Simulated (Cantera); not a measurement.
A Cantera script and what it prints.

```python
import numpy as np
import cantera as ct

gas_names = """
    AL ALCL ALCL2 ALCL3 ALH AL2 AL2CL6 CL CL2 H HCL H2
""".split()
cond_names = """
    AL(cr) AL(L) ALCL3(s) ALCL3(L)
""".split()


# ... load() reads the species with a 1 bar reference pressure and builds the phases ...
atoms = {
    'Al': {'AL': 1},
    'Cl2': {'CL': 2},
    'H2': {'H': 2},
}
top_T = {}  # K; cautious upper limits of use, not melting points


# ... equilibrate(T, P, feed) seeds the gas with the atoms and calls Mixture.equilibrate('TP', solver="vcs", rtol=1e-11, max_steps=5000) ...
results = []
feed = {'Al': 1, 'Cl2': 1.3, 'H2': 5.8}  # mol
P = 1333.22  # Pa
for T in [550, 600, 650, 700, 750, 800, 850, 900, 950, 1000, 1050, 1100]:
    mix = equilibrate(T, P, feed)
    results.append((T, P, feed, dict(zip(mix.species_names, mix.species_moles))))

top = {s: max(r[3][s] / sum(r[3][g] for g in gas_names) for r in results) for s in gas_names}
cols = sorted((s for s in top if top[s] > 1e-06), key=lambda s: -top[s])[:5]
seen = [c for c in cond_names if any(r[3].get(c, 0) > 1e-12 for r in results)]
print("log10 of partial pressures in bar; condensed amounts in mol")
print(f"{'T/K':>10s}" + "".join(f"{s[:9]:>10s}" for s in cols + seen))
for T, P, feed, n in results:
    ng = sum(n[g] for g in gas_names)
    print(f"{T:10.4g}" + "".join(f"{np.log10(max(n[s] / ng * P / 1e5, 1e-99)):10.3f}" for s in cols)
          + "".join(f"{n.get(c, 0):10.4g}" for c in seen))
```

Output:

```
log10 of partial pressures in bar; condensed amounts in mol
       T/K        H2     ALCL3    AL2CL6      ALCL     ALCL2    AL(cr)     AL(L)
       550    -1.910    -3.603    -3.100    -9.426    -9.158    0.1333         0
       600    -1.917    -3.188    -3.236    -8.168    -8.027    0.1333         0
       650    -1.926    -2.928    -3.529    -7.136    -7.133    0.1333         0
       700    -1.932    -2.812    -3.988    -6.291    -6.440    0.1331         0
       750    -1.935    -2.776    -4.512    -5.581    -5.884    0.1322         0
       800    -1.936    -2.768    -5.011    -4.971    -5.414    0.1291         0
       850    -1.936    -2.768    -5.466    -4.437    -5.007    0.1195         0
       900    -1.938    -2.777    -5.884    -3.966    -4.652   0.09342         0
       950    -1.942    -2.800    -6.285    -3.559    -4.348         0   0.03251
      1000    -1.944    -2.814    -6.630    -3.442    -4.197         0         0
      1050    -1.944    -2.816    -6.920    -3.449    -4.111         0         0
      1100    -1.945    -2.819    -7.183    -3.455    -4.034         0         0
```

Equilibrium computed with Cantera from the NASA thermochemical tables; the gas is ideal and each condensed phase is pure. The tables' values for AlCl2 are old estimates; treat these amounts as uncertain.
